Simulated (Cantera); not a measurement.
# Transport properties of process gases

Gas mixture: 8.40 % CO₂, 91.6 % H₂O, at 13300 Pa, frozen composition.

Cantera's kinetic-theory transport with the Lennard-Jones parameters of GRI-Mech 3.0, ideal gas; thermal conductivity in the multicomponent form. Polar gases are described roughly by these parameters.

```tsv
T (K)	ρ (kg/m³)	cp (J/kg/K)	μ (µPa s)	λ (mW/m/K)	Pr	D (cm²/s) NO	D (cm²/s) OH	D (cm²/s) CH₃
400	0.0810	1726	14.7	36.0	0.708	2.85	4.63	3.02
650	0.0498	1876	24.3	65.3	0.699	6.96	11.1	7.45
900	0.0360	2034	33.6	98.0	0.697	12.4	19.6	13.3
1150	0.0282	2194	42.3	133	0.697	18.9	29.7	20.4
1400	0.0231	2336	50.6	170	0.697	26.4	41.5	28.6
1650	0.0196	2459	58.4	206	0.698	34.9	54.6	37.7
1900	0.0170	2562	65.8	241	0.698	44.2	69.2	47.9
```
D: mixture-averaged diffusion coefficient of that species in the mixture.
